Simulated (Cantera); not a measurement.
An adiabatic, constant-pressure homogeneous reactor starts with 17.2 % CO, 2.24 % H2, 15.0 % O2, 56.4 % N2, 9.14 % H2O, equivalence ratio 0.65, at 1198 K and 2.66 atm.

Computed with Cantera and GRI-Mech 3.0 (53 species, 325 reactions). The hydrogen kinetics of GRI-Mech 3.0 are dated; newer H2 mechanisms differ, most at raised pressure.

x: mole fraction; the columns are a selection and need not sum to one.

| t (s) | T (K) | x CO | x H2 | x O2 | x HO2 | x NO |
|---|---|---|---|---|---|---|
| 2.00e-6 | 1198 | 0.172 | 0.0224 | 0.150 | 3.15e-9 | <1e-12 |
| 7.29e-6 | 1198 | 0.172 | 0.0224 | 0.150 | 4.81e-8 | <1e-12 |
| 2.65e-5 | 1198 | 0.172 | 0.0224 | 0.150 | 2.31e-6 | <1e-12 |
| 9.67e-5 | 1692 | 0.111 | 0.00421 | 0.107 | 7.84e-5 | ? |
| 0.000352 | 2468 | 0.0146 | 0.00161 | 0.0624 | 7.44e-6 | ? |
| 0.00128 | 2474 | 0.0138 | 0.00153 | 0.0617 | 7.44e-6 | ? |
| 0.00468 | 2470 | 0.0137 | 0.00152 | 0.0605 | 7.26e-6 | ? |
| 0.0170 | 2464 | 0.0135 | 0.00150 | 0.0582 | 6.93e-6 | ? |
| 0.0620 | 2461 | 0.0134 | 0.00150 | 0.0572 | 6.80e-6 | 0.00990 |
| 0.226 | 2461 | 0.0134 | 0.00150 | 0.0572 | 6.80e-6 | 0.00991 |
| 0.823 | 2461 | 0.0134 | 0.00150 | 0.0572 | 6.80e-6 | 0.00991 |
| 3.00 | 2461 | 0.0134 | 0.00150 | 0.0572 | 6.80e-6 | 0.00991 |

**Question.** Fill in the missing entries.

**Answer.** 
- 9.67e-5, x NO: 2.12e-6
- 0.000352, x NO: 0.000230
- 0.00128, x NO: 0.000987
- 0.00468, x NO: 0.00339
- 0.0170, x NO: 0.00806
